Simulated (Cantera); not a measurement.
Cantera run:

```python
import numpy as np
import cantera as ct

gas_names = """
    CL CL2 H HCL H2 Si SiCL SiCL2 SiCL3 SiCL4 SiH SiHCL3 SiH2 SiH2CL2 SiH3 SiH3CL SiH4 Si2 Si3
""".split()
cond_names = """
    Si(cr) Si(L)
""".split()


# ... load() reads the species with a 1 bar reference pressure and builds the phases ...
atoms = {
    'SiHCl3': {'Si': 1, 'H': 1, 'CL': 3},
    'H2': {'H': 2},
}
top_T = {}  # K; cautious upper limits of use, not melting points


# ... equilibrate(T, P, feed) seeds the gas with the atoms and calls Mixture.equilibrate('TP', solver="vcs", rtol=1e-11, max_steps=5000) ...
results = []
feed = {'SiHCl3': 1, 'H2': 14}  # mol
T = 1250  # K
P = 10000  # Pa
mix = equilibrate(T, P, feed)
results.append((T, P, feed, dict(zip(mix.species_names, mix.species_moles))))
print(gas.report(threshold=1e-06))
for i in range(1, mix.n_phases):
    print(f"{mix.phase(i).name:16s} {mix.phase_moles(i):12.5e} mol")
```

It prints:

```
       temperature   1250 K
          pressure   10000 Pa
           density   0.0094611 kg/m^3
  mean mol. weight   9.833 kg/kmol
   phase of matter   gas

                          1 kg             1 kmol
                     ---------------   ---------------
          enthalpy         6.496e+05        6.3875e+06  J
   internal energy       -4.0736e+05       -4.0056e+06  J
           entropy             21400        2.1043e+05  J/K
    Gibbs function         -2.61e+07       -2.5665e+08  J
 heat capacity c_p            3426.3             33691  J/K
 heat capacity c_v            2580.7             25377  J/K

                      mass frac. Y      mole frac. X     chem. pot. / RT
                     ---------------   ---------------   ---------------
                 H         1.479e-07        1.4428e-06           -10.253
               HCL           0.25326          0.068306           -38.741
                H2           0.18265           0.89085           -20.506
             SiCL2           0.13266          0.013178           -61.126
             SiCL3          0.071843         0.0052548           -89.615
             SiCL4           0.25915             0.015            -118.1
            SiHCL3           0.09588         0.0069608           -99.868
           SiH2CL2         0.0045155        0.00043961           -81.633
            SiH3CL        5.2143e-05        7.7034e-06           -63.398
     [  +10 minor]        7.2741e-07        1.9724e-07

Si(cr)            3.62509e-01 mol
```

Equilibrium computed with Cantera from the NASA thermochemical tables; the gas is ideal and each condensed phase is pure. The tables' values for SiCl3 are old estimates; treat these amounts as uncertain.
